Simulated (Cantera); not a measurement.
Input (Python, Cantera) and output of one run.

```python
import numpy as np
import cantera as ct

gas_names = """
    AL ALH ALO ALOH ALO2 ALO2H AL2 AL2O AL2O2 H HALO HO2 H2 H2O H2O2 O OH O2 O3
""".split()
cond_names = """
    AL(cr) AL(L) AL2O3(a) AL2O3(L) H2O(s) H2O(L)
""".split()


# ... load() reads the species with a 1 bar reference pressure and builds the phases ...
atoms = {
    'Al2O3': {'AL': 2, 'O': 3},
    'H2O': {'H': 2, 'O': 1},
}
top_T = {}  # K; cautious upper limits of use, not melting points


# ... equilibrate(T, P, feed) seeds the gas with the atoms and calls Mixture.equilibrate('TP', solver="vcs", rtol=1e-11, max_steps=5000) ...
results = []
feed = {'Al2O3': 1, 'H2O': 8.2}  # mol
T = 1950  # K
for P in [10, 100, 1000, 10000, 100000, 1000000]:
    mix = equilibrate(T, P, feed)
    results.append((T, P, feed, dict(zip(mix.species_names, mix.species_moles))))

top = {s: max(r[3][s] / sum(r[3][g] for g in gas_names) for r in results) for s in gas_names}
cols = sorted((s for s in top if top[s] > 1e-06), key=lambda s: -top[s])[:6]
seen = [c for c in cond_names if any(r[3].get(c, 0) > 1e-12 for r in results)]
print("log10 of partial pressures in bar; condensed amounts in mol")
print(f"{'P/Pa':>10s}" + "".join(f"{s[:9]:>10s}" for s in cols + seen))
for T, P, feed, n in results:
    ng = sum(n[g] for g in gas_names)
    print(f"{P:10.4g}" + "".join(f"{np.log10(max(n[s] / ng * P / 1e5, 1e-99)):10.3f}" for s in cols)
          + "".join(f"{n.get(c, 0):10.4g}" for c in seen))
```

Result:

```
log10 of partial pressures in bar; condensed amounts in mol
      P/Pa       H2O        H2        O2         H        OH         O  AL2O3(a)
        10    -4.092    -5.087    -5.427    -5.484    -5.531    -6.059    0.9999
       100    -3.038    -4.377    -4.739    -5.129    -4.832    -5.715         1
      1000    -2.017    -3.692    -4.066    -4.787    -4.153    -5.378         1
     1e+04    -1.008    -3.018    -3.396    -4.450    -3.481    -5.043         1
     1e+05    -0.003    -2.348    -2.728    -4.114    -2.812    -4.710         1
     1e+06     0.998    -1.679    -2.061    -3.780    -2.145    -4.376         1
```

Method: chemical equilibrium by Gibbs-energy minimisation in Cantera with the NASA 1993 tables (ideal gas, pure condensed phases). Gases not in the tables: Al(OH)3.
